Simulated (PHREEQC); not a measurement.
PHREEQC input (ion-association model, phreeqc.dat):

```
SOLUTION 0
  temp 40
  units mmol/kgw
  pH 7 charge
  Cl 9.81
  Mg 4.9
  O(0) 1 O2(g) -0.68
SOLUTION 1-40
  temp 40
  units mmol/kgw
  pH 7 charge
  Cl 42.01
  Na 42
  S(6) 0.57
  Zn 0.57
  O(0) 1 O2(g) -0.68
END
EXCHANGE 1-40
  X 0.0061
  -equilibrate 1
END
SELECTED_OUTPUT 1
  -reset false
  -pH true
  -pe true
  -ionic_strength true
  -water true
  -step true
  -totals Cl Mg Na S Zn S(-2) S(6)
  -molalities ZnX2 NaX MgX2
  -saturation_indices Halite Zn(OH)2(e)
PRINT
  -reset false
TRANSPORT
  -cells 40
  -shifts 160
  -lengths 0.005
  -time_step 720
  -dispersivities 0.01
  -boundary_conditions flux flux
  -correct_disp true
  -punch_cells 40
  -punch_frequency 5
END
```

Selected output (columns that matter, 12 of 33 rows; pore volumes added in front):

```
pore volumes	pH	mu	Cl	Mg	Na	S	Zn	m_ZnX2	m_NaX	m_MgX2	si_Halite	si_Zn(OH)2(e)
0	5.0757	0.044018	0.04201	0	0.042	0.00057	0.00057	0.0014727	0.0031546	0	-4.5052	-4.9744
0.3875	5.0757	0.043976	0.041971	2.0054e-14	0.041961	0.0005693	0.00056891	0.0014727	0.0031546	4.1187e-14	-4.5059	-4.9751
0.7625	5.0708	0.035941	0.034413	4.755e-08	0.034487	0.00043552	0.00039339	0.0014926	0.0031146	1.4158e-07	-4.6645	-5.1141
1.1375	5.0441	0.020849	0.018977	0.00036797	0.016082	0.00016227	0.0012366	0.0020971	0.00095087	0.00047745	-5.2244	-4.5927
1.5125	5.033	0.015892	0.011996	0.002476	0.0041988	3.8691e-05	0.0014562	0.0012974	0.00017767	0.0016638	-5.9935	-4.5065
1.8875	5.0375	0.014867	0.01023	0.0038395	0.00087908	7.4289e-06	0.00083823	0.00068282	3.5451e-05	0.0023495	-6.7379	-4.7285
2.1375	5.0406	0.014735	0.0099408	0.0042965	0.00029094	2.3155e-06	0.00052576	0.00042668	1.1705e-05	0.0026175	-7.2297	-4.9237
2.5125	5.0436	0.014702	0.0098315	0.0046403	5.2408e-05	3.8042e-07	0.00024467	0.00020015	2.1164e-06	0.0028488	-7.9784	-5.2495
2.8875	5.0451	0.014704	0.0098134	0.0047889	9.0561e-06	5.9896e-08	0.00010832	8.9236e-05	3.6698e-07	0.0029606	-8.7415	-5.6003
3.2625	5.0458	0.014707	0.0098105	0.0048532	1.5257e-06	9.1936e-09	4.629e-05	3.8277e-05	6.1943e-08	0.0030117	-9.515	-5.9681
3.6375	5.0461	0.014709	0.0098101	0.0048806	2.5298e-07	1.3891e-09	1.9265e-05	1.5959e-05	1.028e-08	0.003034	-10.295	-6.3482
4.0125	5.0462	0.01471	0.00981	0.0048921	4.1521e-08	2.0782e-10	7.862e-06	6.5175e-06	1.6879e-09	0.0030435	-11.08	-6.7372
```

Away from 25 °C the constants follow the database's enthalpies or fits; those with neither stay at their 25 °C values.
